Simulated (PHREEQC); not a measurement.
Solution (25 °C): 4.1 mol/kgw MgCl2, 0.0037 mol/kgw Na2B4O7 and 0.35 mol/kgw KBr. Closed to the air; pH follows from the charge balance.

Equilibrium calculation in PHREEQC: Pitzer model, pitzer.dat.

The ionic strength comes out as 12.6 mol/kgw. What activity coefficients do Na+, K+, MgB(OH)4+, Br-, Mg+2 get?

Na+ 10, K+ 2.1, MgB(OH)4+ 24, Br- 1.5, Mg+2 470. Single-ion values are on the MacInnes scale.

This is a speciation only: nothing precipitates in the calculation. Complexes and solids missing from the database can't appear. In brines, pH and single-ion activities rest on the MacInnes convention.
